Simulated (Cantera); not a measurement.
What does this Cantera script print?

```python
import numpy as np
import cantera as ct

gas = ct.Solution("gri30.yaml")
gas.TPX = 1600, 1500000, {'CH4': 1, 'C2H6': 0.13, 'C3H8': 0.51, 'O2': 3.34, 'N2': 12.5, 'CO2': 0.87}
reactor = ct.IdealGasConstPressureReactor(gas, energy="on", clone=False)
net = ct.ReactorNet([reactor])
net.rtol, net.atol = 1e-08, 1e-16
show = ['CH4', 'C2H6', 'C3H8', 'O2', 'H2']
times = np.geomspace(2e-06, 4, 15)

steps = ct.SolutionArray(gas, extra=["t"])
rows = []
print(f"{'t/s':>10s}{'T/K':>9s}{'P/Pa':>11s}" + "".join(f"{s:>11s}" for s in show))
for t in times:
    while net.time < t:
        t_next = net.step()
        steps.append(gas.state, t=t_next)
    rows.append([np.interp(t, steps.t, y) for y in (steps.T, steps.P, *steps(*show).X.T)])
    print(f"{t:10.3e}{rows[-1][0]:9.1f}{rows[-1][1]:11.4g}" + "".join(f"{x:11.3e}" for x in rows[-1][2:]))
rate = np.gradient(steps.T, steps.t)
print("integrator steps:", len(steps.t))
if steps.T.max() > steps.T[0] + 200:
    print(f"time of steepest temperature rise: {steps.t[rate.argmax()]:.4e} s")
gas.TPX = 1600, 1500000, {'CH4': 1, 'C2H6': 0.13, 'C3H8': 0.51, 'O2': 3.34, 'N2': 12.5, 'CO2': 0.87}
gas.equilibrate("HP")
print(f"equilibrium (HP): T = {gas.T:.1f} K  " + "  ".join(f"{s} {gas[s].X[0]:.3e}" for s in show))
```

Result:

```
       t/s      T/K       P/Pa        CH4       C2H6       C3H8         O2         H2
 2.000e-06   1597.1    1.5e+06  5.356e-02  7.155e-03  2.390e-02  1.790e-01  1.564e-03
 5.638e-06   1639.8    1.5e+06  4.953e-02  6.627e-03  1.274e-02  1.647e-01  8.884e-03
 1.589e-05   2849.9    1.5e+06  9.591e-12  1.364e-22  3.356e-33  9.889e-04  4.561e-02
 4.480e-05   2867.7    1.5e+06  1.317e-11  1.954e-22  6.807e-33  6.767e-04  4.551e-02
 1.263e-04   2864.2    1.5e+06  1.360e-11  2.067e-22  7.364e-33  6.507e-04  4.577e-02
 3.560e-04   2860.3    1.5e+06  1.410e-11  2.199e-22  8.035e-33  6.232e-04  4.605e-02
 1.003e-03   2859.6    1.5e+06  1.419e-11  2.225e-22  8.165e-33  6.183e-04  4.611e-02
 2.828e-03   2859.6    1.5e+06  1.419e-11  2.225e-22  8.165e-33  6.183e-04  4.611e-02
 7.973e-03   2859.6    1.5e+06  1.419e-11  2.225e-22  8.165e-33  6.183e-04  4.611e-02
 2.247e-02   2859.6    1.5e+06  1.419e-11  2.225e-22  8.165e-33  6.183e-04  4.611e-02
 6.335e-02   2859.6    1.5e+06  1.419e-11  2.225e-22  8.165e-33  6.183e-04  4.611e-02
 1.786e-01   2859.6    1.5e+06  1.419e-11  2.225e-22  8.165e-33  6.183e-04  4.611e-02
 5.034e-01   2859.6    1.5e+06  1.419e-11  2.225e-22  8.165e-33  6.183e-04  4.611e-02
 1.419e+00   2859.6    1.5e+06  1.419e-11  2.225e-22  8.165e-33  6.183e-04  4.611e-02
 4.000e+00   2859.6    1.5e+06  1.419e-11  2.225e-22  8.165e-33  6.183e-04  4.611e-02
integrator steps: 1689
time of steepest temperature rise: 9.4142e-06 s
equilibrium (HP): T = 2859.6 K  CH4 1.627e-11  C2H6 2.796e-22  C3H8 1.084e-32  O2 6.183e-04  H2 4.611e-02
```

Computed with Cantera and GRI-Mech 3.0 (53 species, 325 reactions). GRI-Mech 3.0 was tuned for natural gas; its chemistry of propane as a main component is partial and can be far from experiment. The pressure lies above the range GRI-Mech 3.0 was tuned for (to about 10 atm).
